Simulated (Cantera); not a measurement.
Charge: 1 mol SiH4, a varied amount of H2, equilibrated at 1975 K and 133 Pa.

Equilibrium computed with Cantera from the NASA thermochemical tables; the gas is ideal and each condensed phase is pure. Candidate condensed phases: Si; 9 gas species. Gases not in the tables: Si2H6 and higher silanes. Kinetics and transport are ignored.

x: gas mole fraction; n: condensed amount in mol.

```
n(H2) (mol)   x H2     x H     x Si     x SiH  n Si(l)
-----------  -----  ------  -------  --------  -------
1.5          0.938  0.0363   0.0242  0.000617    0.906
2.5          0.938  0.0363   0.0242  0.000617    0.880
4.3          0.938  0.0363   0.0242  0.000617    0.832
7.2          0.938  0.0363   0.0242  0.000617        …
12           0.938  0.0363   0.0242  0.000617        …
20           0.938  0.0363   0.0242  0.000617        …
34           0.938  0.0363   0.0242  0.000617        …
58           0.948  0.0365   0.0154  0.000395        0
97           0.954  0.0366  0.00946  0.000243        0
```

Task: What belongs in the gaps?

Result: 
- 7.2, n Si(l): 0.754
- 12, n Si(l): 0.626
- 20, n Si(l): 0.412
- 34, n Si(l): 0.0379
